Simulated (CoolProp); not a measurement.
R1234ze(E) along the isotherm 220.2 K: fugacity coefficient from the reference equation and from simpler models built on Tc = 382.5 K, pc = 3.635 MPa, ω = 0.313; each cubic takes its own stable root.

Values from CoolProp's reference Helmholtz-energy equation of state, Thol 2016.

```csv
p (MPa),phase,reference,van der Waals,Soave-Redlich-Kwong,Peng-Robinson
1.5,liquid,[?],0.1685,[?],0.01256
3,liquid,0.006598,0.09433,0.006587,[?]
4.5,liquid,0.004704,0.07035,0.004730,0.004779
6,liquid,0.003773,0.05899,[?],0.003828
7.5,liquid,0.003228,0.05271,0.003291,0.003271
9,liquid,0.002876,0.04904,0.002952,0.002910
10.5,liquid,0.002635,[?],0.002724,[?]
12,liquid,0.002464,[?],0.002565,0.002488
13.5,liquid,0.002341,0.04533,0.002453,0.002360
15,liquid,0.002252,0.04545,0.002375,0.002267
```

Question: Some entries are withheld; supply them.

Answer: 
- 1.5, reference: 0.01234
- 1.5, Soave-Redlich-Kwong: 0.01223
- 3, Peng-Robinson: 0.006711
- 6, Soave-Redlich-Kwong: 0.003820
- 10.5, van der Waals: 0.04690
- 10.5, Peng-Robinson: 0.002663
- 12, van der Waals: 0.04576
